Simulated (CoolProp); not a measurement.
Vapour pressure (bar) of fluorine: the reference equation beside estimates from Tc = 144.4 K, pc = 52.40 bar, ω = 0.045. Clausius-Clapeyron is anchored at 67.4 K with a constant enthalpy of vaporisation of 7.182 kJ/mol.

The numbers come from the reference Helmholtz-energy equation of state, de Reuck 1990 in CoolProp.

```json
[
 {"T (K)": "67.4", "reference": "0.07438", "Lee-Kesler": "0.07760", "Clausius-Clapeyron": "0.07438", "Redlich-Kwong": "0.04316", "Peng-Robinson": "0.08313"},
 {"T (K)": "73.1", "reference": "0.2015", "Lee-Kesler": "0.2075", "Clausius-Clapeyron": "0.2020", "Redlich-Kwong": "0.1401", "Peng-Robinson": "0.2188"},
 {"T (K)": "78.8", "reference": "0.4659", "Lee-Kesler": "0.4767", "Clausius-Clapeyron": "0.4750", "Redlich-Kwong": "0.3674", "Peng-Robinson": "0.4951"},
 {"T (K)": "84.5", "reference": "0.9524", "Lee-Kesler": "0.9706", "Clausius-Clapeyron": "0.9950", "Redlich-Kwong": "0.8201", "Peng-Robinson": "0.9951"},
 {"T (K)": "90.2", "reference": "1.765", "Lee-Kesler": "1.794", "Clausius-Clapeyron": "1.898", "Redlich-Kwong": "1.616", "Peng-Robinson": "1.821"},
 {"T (K)": "95.9", "reference": "3.023", "Lee-Kesler": "3.067", "Clausius-Clapeyron": "3.354", "Redlich-Kwong": "2.889", "Peng-Robinson": "3.090"},
 {"T (K)": "101.6", "reference": "4.855", "Lee-Kesler": "4.917", "Clausius-Clapeyron": "5.560", "Redlich-Kwong": "4.780", "Peng-Robinson": "4.932"},
 {"T (K)": "107.4", "reference": "7.450", "Lee-Kesler": "7.529", "Clausius-Clapeyron": "8.799", "Redlich-Kwong": "7.485", "Peng-Robinson": "7.539"},
 {"T (K)": "113.1", "reference": "10.86", "Lee-Kesler": "10.95", "Clausius-Clapeyron": "13.20", "Redlich-Kwong": "11.05", "Peng-Robinson": "10.97"},
 {"T (K)": "118.8", "reference": "15.27", "Lee-Kesler": "15.36", "Clausius-Clapeyron": "19.04", "Redlich-Kwong": "15.66", "Peng-Robinson": "15.41"},
 {"T (K)": "124.5", "reference": "20.84", "Lee-Kesler": "20.92", "Clausius-Clapeyron": "26.56", "Redlich-Kwong": "21.43", "Peng-Robinson": "21.03"}
]
```

Absolute difference from the reference over all 11 rows, mean and median: Lee-Kesler 1.7 and 1.5 %, Clausius-Clapeyron 12.0 and 10.9 %, Redlich-Kwong 11.8 and 4.4 %, Peng-Robinson 3.8 and 2.2 %.
